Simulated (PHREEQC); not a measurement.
A column of 0.5 m (40 cells, dispersivity 0.025 m, 3600 s a shift, diffusion coefficient 3e-10 m²/s) holds 0.0046 eq of the database's cation exchanger X per kg of pore water, first in equilibrium with 78 mmol/kgw (NH4)2SO4 and 0.01 mmol/kgw HCl. It is flushed with 0.0031 mol/kgw KBr and 1e-05 mol/kgw HCl, at 40 °C. Values are for the last cell. No CO2 enters from the air. No solid was allowed to form.

The series has 34 steps of pore volumes, from 0 to 4.963.

Computed with PHREEQC (ion-association model, phreeqc.dat).

### Question
After how many pore volumes does Br at the outlet first reach half of its feed value?

### Answer
By 1.1 pore volumes.

### Question
After how many pore volumes does K at the outlet first reach half of its feed value?

### Answer
By 2.9 pore volumes.

Species that the database lacks are ignored. Constants without temperature data keep their 25 °C values here.
